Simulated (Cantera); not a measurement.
Input: 1 mol V₂O₃, 770 mol H₂, 0.36 mol H₂O, equilibrated at 0.0240 bar.

Equilibrium computed with Cantera from the NASA thermochemical tables; the gas is ideal and each condensed phase is pure. Candidate condensed phases: H₂O, V, VO, V₂O₃, V₂O₄, V₂O₅; 12 gas species. VO: taken at fixed stoichiometry. The numbers say what is thermodynamically allowed, not how fast it happens.

At 1575 °C, list the 3 most abundant gas species with their mole fractions, and the condensed phases.

H₂ 0.995, H 0.00341, H₂O 0.00176. Condensed: VO(s).
